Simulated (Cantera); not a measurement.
FeS + O₂ + N₂ (roasting and sulfation)

Feed: 1 mol FeS, 4.8 mol O₂, a varied amount of N₂, held at 510 Torr.

Method: chemical equilibrium by Gibbs-energy minimisation in Cantera with the NASA 1993 tables (ideal gas, pure condensed phases). Candidate condensed phases: Fe, FeO, FeS, FeSO₄, FeS₂, Fe₂O₃, Fe₂(SO₄)₃, Fe₃O₄, S; 19 gas species. Equilibrium is a limit: real reactors are often held back by kinetics, nucleation or transport.

Stable condensed phases:

```
T in K \ n(N₂) in mol
         0.51 0.97  1.8  3.5  6.7   13   24   46
   1325     A    A    A    A    A    A    A    A
   1275     A    A    A    A    A    A    A    A
   1225     A    A    A    A    A    A    A    A
   1175     A    A    A    A    A    A    A    A
   1125     A    A    A    A    A    A    A    A
   1075     A    A    A    A    A    A    A    A
   1025     A    A    A    A    A    A    A    A
    975     A    A    A    A    A    A    A    A
    925     B    B    B    B    A    A    A    A
    875     B    B    B    B    B    B    B    A
    825     B    B    B    B    B    B    B    B
    775     B    B    B    B    B    B    B    B
    725     B    B    B    B    B    B    B    B
    675     B    B    B    B    B    B    B    B
```

A: Fe₂O₃; B: Fe₂O₃ + Fe₂(SO₄)₃.
